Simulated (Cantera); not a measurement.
A Cantera script and its output.

```python
import numpy as np
import cantera as ct

gas = ct.Solution("gri30.yaml")
gas.TPX = 1700, 25000, {'C2H6': 1, 'N2': 13}
reactor = ct.IdealGasConstPressureReactor(gas, energy="off", clone=False)
net = ct.ReactorNet([reactor])
net.rtol, net.atol = 1e-08, 1e-18
show = ['C2H6', 'C2H4', 'CH4', 'CH3', 'H', 'C2H', 'C2H2']
times = np.geomspace(8e-05, 2, 9)

steps = ct.SolutionArray(gas, extra=["t"])
rows = []
print(f"{'t/s':>10s}{'T/K':>9s}{'P/Pa':>11s}" + "".join(f"{s:>11s}" for s in show))
for t in times:
    while net.time < t:
        t_next = net.step()
        steps.append(gas.state, t=t_next)
    rows.append([np.interp(t, steps.t, y) for y in (steps.T, steps.P, *steps(*show).X.T)])
    print(f"{t:10.3e}{rows[-1][0]:9.1f}{rows[-1][1]:11.4g}" + "".join(f"{x:11.3e}" for x in rows[-1][2:]))
rate = np.gradient(steps.T, steps.t)
print("integrator steps:", len(steps.t))
if steps.T.max() > steps.T[0] + 200:
    print(f"time of steepest temperature rise: {steps.t[rate.argmax()]:.4e} s")
gas.TPX = 1700, 25000, {'C2H6': 1, 'N2': 13}
gas.equilibrate("TP")
print(f"equilibrium (TP): T = {gas.T:.1f} K  " + "  ".join(f"{s} {gas[s].X[0]:.3e}" for s in show))
```

Output:

```
       t/s      T/K       P/Pa       C2H6       C2H4        CH4        CH3          H        C2H       C2H2
 8.000e-05   1700.0    2.5e+04  2.020e-02  2.945e-02  1.271e-02  1.015e-02  5.482e-04  4.738e-07  5.462e-03
 2.837e-04   1700.0    2.5e+04  8.343e-04  2.210e-02  2.192e-02  2.316e-03  3.797e-04  8.939e-07  3.018e-02
 1.006e-03   1700.0    2.5e+04  4.757e-05  7.912e-03  2.137e-02  5.940e-04  1.250e-04  3.598e-07  4.539e-02
 3.567e-03   1700.0    2.5e+04  1.305e-05  1.574e-03  2.051e-02  3.062e-04  7.144e-05  2.176e-07  5.189e-02
 1.265e-02   1700.0    2.5e+04  9.917e-06  2.375e-04  1.858e-02  2.690e-04  7.179e-05  2.187e-07  5.401e-02
 4.485e-02   1700.0    2.5e+04  5.684e-06  1.641e-04  1.382e-02  2.060e-04  7.853e-05  2.332e-07  5.619e-02
 1.591e-01   1700.0    2.5e+04  1.534e-06  1.063e-04  6.907e-03  1.091e-04  9.032e-05  2.594e-07  5.932e-02
 5.640e-01   1700.0    2.5e+04  1.865e-07  9.297e-05  2.308e-03  3.849e-05  1.003e-04  2.823e-07  6.138e-02
 2.000e+00   1700.0    2.5e+04  2.005e-08  9.316e-05  7.078e-04  1.204e-05  1.040e-04  2.908e-07  6.209e-02
integrator steps: 1407
equilibrium (TP): T = 1700.0 K  C2H6 2.486e-09  C2H4 3.535e-05  CH4 2.137e-04  CH3 3.641e-06  H 1.048e-04  C2H 1.101e-07  C2H2 2.347e-02
```

Cantera simulation using GRI-Mech 3.0 (53 species, 325 reactions); the numbers are that mechanism's predictions, not measurements. GRI-Mech 3.0 stops at C3 and has no aromatics, soot or wall deposition, so with more carbon than oxygen in the feed, carbon stays in small species such as C2H2 where larger ones or solid carbon would form.
